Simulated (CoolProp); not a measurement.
A simple Rankine cycle with p-xylene: condensing at 332.15 K, boiler at 0.152 MPa, turbine inlet 442.2 K, turbine efficiency 0.65, pump efficiency 0.8, no recuperator. Each further row changes one setting.

The numbers come from the reference Helmholtz-energy equation of state, Zhou 2012 in CoolProp.

```csv
case,thermal efficiency (%),net work (kJ/kg),heat in (kJ/kg),turbine exit temperature (K),volume ratio over the turbine
as stated,11.8,63.9,543,399.3,22.0
turbine inlet 462.2 K,11.6,67.3,579,___,___
condensing temperature 324.15 K,12.7,70.8,557,___,31.4
boiler pressure 0.106 MPa,10.5,57.5,545,404.8,15.3
turbine efficiency 0.55,10.0,54.0,543,405.5,22.4
```

Problem. Some entries are withheld; supply them.

Solution. 
- turbine inlet 462.2 K, turbine exit temperature (K): 419.6
- turbine inlet 462.2 K, volume ratio over the turbine: 21.9
- condensing temperature 324.15 K, turbine exit temperature (K): 394.8
